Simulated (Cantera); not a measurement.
A freely propagating, adiabatic, planar premixed flame of H2 : O2 : N2 = 1 : 0.263 : 0.989 (molar parts), unburnt at 675 K and 1000000 Pa; multicomponent+Soret transport, grid criteria slope 0.08 and curve 0.16, no radiation.

Cantera simulation using the H2/O2 subset of GRI-Mech 3.0, which has no nitrogen chemistry; the numbers are that mechanism's predictions, not measurements. The hydrogen kinetics of GRI-Mech 3.0 are dated; newer H2 mechanisms differ, most at raised pressure. Burning velocities carry a grid error of a few per cent, more on coarse grids.

x: mole fraction of selected species; z is measured from the peak of heat release.

| z (mm) | T (K) | u (m/s) | x H2 | x O2 | x H2O | x O | x H | x HO2 |
|---|---|---|---|---|---|---|---|---|
| -0.0739 | 675 | 10.3 | 0.444 | 0.117 | <1e-8 | <1e-8 | <1e-8 | <1e-8 |
| -0.0492 | 675 | 10.3 | 0.444 | 0.117 | 5.92e-8 | <1e-8 | <1e-8 | 1.35e-8 |
| -0.0369 | 675 | 10.3 | 0.444 | 0.117 | … | <1e-8 | <1e-8 | … |
| -0.0246 | 676 | 10.2 | 0.442 | 0.117 | 1.48e-5 | 4.18e-8 | 3.77e-8 | 5.81e-6 |
| -0.0123 | 741 | 10.8 | 0.416 | 0.120 | 0.00328 | 1.90e-5 | 0.000183 | 0.000836 |
| -0.00616 | 1032 | 14.6 | 0.376 | 0.111 | 0.0327 | 0.000350 | 0.00437 | 0.000996 |
| 0 | 1452 | 20.2 | 0.313 | 0.0768 | 0.104 | 0.00176 | 0.0210 | 0.000493 |
| 0.00616 | 1756 | 24.3 | 0.252 | 0.0361 | 0.182 | 0.00241 | 0.0398 | 0.000214 |
| 0.0123 | 1917 | 26.4 | 0.222 | 0.0139 | 0.224 | 0.00183 | 0.0473 | 7.92e-5 |
| 0.0246 | 2059 | 28.2 | 0.211 | 0.00238 | 0.248 | 0.00102 | 0.0440 | 1.30e-5 |
| 0.0492 | 2174 | 29.6 | 0.216 | … | 0.255 | … | … | … |
| 0.0985 | 2266 | 30.6 | 0.222 | 0.000139 | 0.259 | 0.000252 | 0.0213 | 1.00e-6 |
| 0.197 | 2331 | 31.4 | 0.227 | 5.35e-5 | 0.261 | 9.67e-5 | 0.0129 | 3.63e-7 |

Question: Fill in the missing entries.

Answer: 
- -0.0369, x H2O: 4.40e-7
- -0.0369, x HO2: 1.18e-7
- 0.0492, x O2: 0.000385
- 0.0492, x O: 0.000553
- 0.0492, x H: 0.0326
- 0.0492, x HO2: 2.49e-6
